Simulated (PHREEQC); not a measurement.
Consider water at 25 °C with 0.015 mol/kgw KF and 0.0017 mol/kgw NaF. Closed to the air; pH follows from the charge balance.

The numbers come from PHREEQC with the ion-association model, phreeqc.dat.

```json
[
 {"quantity": "pH", "before": "7.66", "after": "7.26"},
 {"quantity": "NaF (mol/kgw)", "before": "1.25e-5", "after": "1.49e-7"},
 {"quantity": "HF (mol/kgw)", "before": "4.76e-7", "after": "1.33e-7"}
]
```

### Question
What was changed between the two runs?
A) 0.00026 mol/kgw LiOH added
B) temperature from 25 to 40 °C
C) 0.008 mol/kgw KOH added
D) 0.0011 mol/kgw HBr added
E) diluted 10-fold with water

### Answer
E, diluted 10-fold with water

Precipitation was switched off in this run.
